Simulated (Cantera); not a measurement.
Charge: 1 mol Ti(OiPr)4, 2.1 mol O2, 4.4 mol H2, at 1875 °C and 0.0100 bar.

These are equilibrium values from Cantera (NASA tables, ideal gas, pure condensed phases), not measurements of a reactor. Candidate condensed phases: C, C6H6, C7H8, C8H18, H2O, Ti, TiC, TiO, TiO2, Ti2O3, Ti3O5, Ti4O7; 113 gas species. The feed counts by its element totals alone. TiC: taken at fixed stoichiometry. Kinetics and transport are ignored.

Base state: H2 0.662, CO 0.303, H 0.0339, C2H2 (acetylene) 0.00127 (mole fractions); condensed: C(graphite) + TiC(s).

### Question
What changes in the equilibrium state with this change: pressure from 0.0100 bar to 0.000130 bar?

### Answer
| species | before | after |
|---|---|---|
| H2 | 0.662 | 0.477 |
| CO | 0.303 | 0.269 |
| H | 0.0339 | 0.253 |
| Ti | 1.09e-6 | 8.42e-5 |
| C2H | 1.94e-6 | 1.44e-5 |
| C2H2 (acetylene) | 0.00127 | 0.000914 |
| C(graphite), mol | 2.73 | 2.75 |
| TiC(s), mol | 1.000 | 0.997 |
